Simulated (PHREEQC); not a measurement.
Consider water at 25 °C with 12 mmol/kgw HF and 64 mmol/kgw Na2SO4. Closed to the air; pH follows from the charge balance.

Equilibrium calculation in PHREEQC: ion-association model, phreeqc.dat.

Precipitation was switched off in this run.

Task: Order these Na species by the share of Na that they hold, largest first: NaSO4-, NaF, Na+.

Result: Na+ (92 %), NaSO4- (7.4 %), NaF (0.13 %)

Task: Order these F species by the share of F that they hold, largest first: HF2-, HF, NaF, F-.

Result: HF (58 %), F- (38 %), HF2- (2.0 %), NaF (1.4 %)

The pH is 2.83 and the ionic strength 0.172 mol/kgw.
